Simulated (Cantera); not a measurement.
What does this Cantera script print?

```python
import numpy as np
import cantera as ct

gas = ct.Solution("gri30.yaml")
gas.TPX = 1025, 2666, {'H2': 0.042, 'O2': 1}
reactor = ct.IdealGasConstPressureReactor(gas, energy="off", clone=False)
net = ct.ReactorNet([reactor])
net.rtol, net.atol = 1e-08, 1e-18
show = ['H2', 'O2', 'H', 'OH', 'H2O2']
times = np.geomspace(2e-05, 200, 12)

steps = ct.SolutionArray(gas, extra=["t"])
rows = []
print(f"{'t/s':>10s}{'T/K':>9s}{'P/Pa':>11s}" + "".join(f"{s:>11s}" for s in show))
for t in times:
    while net.time < t:
        t_next = net.step()
        steps.append(gas.state, t=t_next)
    rows.append([np.interp(t, steps.t, y) for y in (steps.T, steps.P, *steps(*show).X.T)])
    print(f"{t:10.3e}{rows[-1][0]:9.1f}{rows[-1][1]:11.4g}" + "".join(f"{x:11.3e}" for x in rows[-1][2:]))
rate = np.gradient(steps.T, steps.t)
print("integrator steps:", len(steps.t))
if steps.T.max() > steps.T[0] + 200:
    print(f"time of steepest temperature rise: {steps.t[rate.argmax()]:.4e} s")
gas.TPX = 1025, 2666, {'H2': 0.042, 'O2': 1}
gas.equilibrate("TP")
print(f"equilibrium (TP): T = {gas.T:.1f} K  " + "  ".join(f"{s} {gas[s].X[0]:.3e}" for s in show))
```

It prints:

```
       t/s      T/K       P/Pa         H2         O2          H         OH       H2O2
 2.000e-05   1025.0       2666  4.031e-02  9.597e-01  2.511e-11  4.231e-12  3.268e-16
 8.658e-05   1025.0       2666  4.031e-02  9.597e-01  8.819e-11  4.933e-11  6.155e-15
 3.748e-04   1025.0       2666  4.031e-02  9.597e-01  7.168e-10  6.793e-10  1.186e-13
 1.622e-03   1025.0       2666  4.030e-02  9.597e-01  1.121e-06  1.126e-06  1.599e-11
 7.022e-03   1025.0       2666  6.601e-04  9.463e-01  2.955e-03  1.286e-03  2.076e-07
 3.040e-02   1025.0       2666  5.027e-05  9.576e-01  7.659e-05  3.247e-04  1.384e-07
 1.316e-01   1025.0       2666  2.810e-06  9.588e-01  1.178e-06  8.037e-05  6.915e-08
 5.696e-01   1025.0       2666  1.832e-07  9.588e-01  2.724e-08  2.311e-05  2.049e-08
 2.466e+00   1025.0       2666  1.933e-08  9.589e-01  1.226e-09  8.226e-06  4.953e-09
 1.067e+01   1025.0       2666  3.019e-09  9.589e-01  8.640e-11  3.393e-06  1.157e-09
 4.620e+01   1025.0       2666  5.800e-10  9.589e-01  7.724e-12  1.516e-06  2.700e-10
 2.000e+02   1025.0       2666  1.289e-10  9.589e-01  8.322e-13  7.198e-07  6.618e-11
integrator steps: 2040
equilibrium (TP): T = 1025.0 K  H2 4.684e-11  O2 9.589e-01  H 1.838e-13  OH 4.310e-07  H2O2 2.531e-11
```

Model: GRI-Mech 3.0 (53 species, 325 reactions), integrated in Cantera. Radical loss at walls, strong at low pressure, is not modelled. The temperature is held fixed by assumption; the heat of reaction is taken as removed at once.
